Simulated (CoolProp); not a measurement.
A single-stage vapour-compression cycle with the fluid: evaporating at 244.15 K (dew point), condensing at 292.15 K (bubble point), superheat 8 K, subcooling 0 K, compressor efficiency 0.85, no pressure losses. The same conditions are run with several fluids, on thermodynamics alone (safety and materials aside).

Computed with CoolProp (reference Helmholtz-energy equation of state of each fluid (R236FA: Pan 2012; ethane: Bücker 2006; vinyl chloride: Thol 2022; R152A: Outcalt 1996; R404A: Lemmon 2003; R134a: Tillner-Roth 1994)). Blends and air are pseudo-pure fits.

```
fluid           cooling COP  pressure ratio  discharge temperature (K)  refrigerating effect (kJ/kg)  volumetric capacity (kJ/m³)
--------------  -----------  --------------  -------------------------  ----------------------------  ---------------------------
R236FA                 3.45            8.06                      301.5                           121                          246
ethane                 2.65            3.36                      327.0                           237                         4420
vinyl chloride         3.65            6.31                      351.9                           302                          477
R152A                  3.58            6.15                      331.7                           261                          687
R404A                  3.23            5.07                      312.8                           130                         1360
R134a                  3.49            6.27                      317.1                           161                          718
```
